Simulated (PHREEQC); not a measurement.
Dissolve 2.1 mmol/kgw H3PO4 and 4.3 mmol/kgw HF at 25 °C. Closed to the air; pH follows from the charge balance.

The numbers come from PHREEQC with the ion-association model, phreeqc.dat.

Precipitation was switched off in this run.

Q: Order these F species by the share of F that they hold, largest first: HF2-, F-, HF.

A: HF (77 %), F- (22 %), HF2- (0.57 %)

The pH is 2.62 and the ionic strength 0.00255 mol/kgw. Species that the database lacks are ignored.
